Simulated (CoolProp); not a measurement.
Properties of propane along the isobar 3510 kPa (Tc = 369.9 K, pc = 4251 kPa, ω = 0.152).

Computed with CoolProp (reference Helmholtz-energy equation of state, Lemmon 2009).

```
T (K)   phase  speed of sound (m/s)  Prandtl number
-----  ------  --------------------  --------------
289.7  liquid                 821.0            2.84
311.6  liquid                 677.3            2.75
333.5  liquid                 520.7            2.71
355.4  liquid                 316.5            3.09
377.2     gas                 201.2            1.10
399.1     gas                 227.1           0.933
421       gas                 246.2           0.864
442.9     gas                 261.8           0.824
464.8     gas                 275.2           0.798
486.6     gas                 287.1           0.779
508.5     gas                 298.0           0.763
```

Viscosity comes from a separate model (Vogel 1998). Thermal conductivity comes from a separate model (Marsh 2002).
